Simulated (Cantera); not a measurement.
Feed: 1 mol Si, 1.1 mol N2O, 16 mol N2, 0.0014 mol O2, equilibrated at 2.40 Pa.

Equilibrium computed with Cantera from the NASA thermochemical tables; the gas is ideal and each condensed phase is pure. Candidate condensed phases: Si, SiO2, Si2N2O, Si3N4; 16 gas species. The tables hold silica as quartz up to 1696 K and as liquid above; real silica turns to tridymite and cristobalite and melts near 1996 K. Rates play no part. All values below are at 1227 °C.

Base state: N2 0.950, SiO 0.0499 (mole fractions); condensed: SiO2(β-quartz).

### Question
What changes in the equilibrium state with this change: N2O from 1.1 to 0.21 mol?

### Answer
```
species               before     after
-------------------  -------  --------
N2                     0.950     0.987
SiO                   0.0499    0.0130
Si                   2.34e-9  0.000439
SiO2(β-quartz), mol    0.103         0
Si(s), mol                 0     0.780
```

### Question
What changes in the equilibrium state with this change: Si replaced by Si3N4?

### Answer
| species | before | after |
|---|---|---|
| N2 | 0.950 | 0.945 |
| SiO | 0.0499 | 0.0546 |
| Si | 2.34e-9 | 0.000439 |
| SiO2(β-quartz), mol | 0.103 | 0 |
| Si(s), mol | 0 | 1.89 |
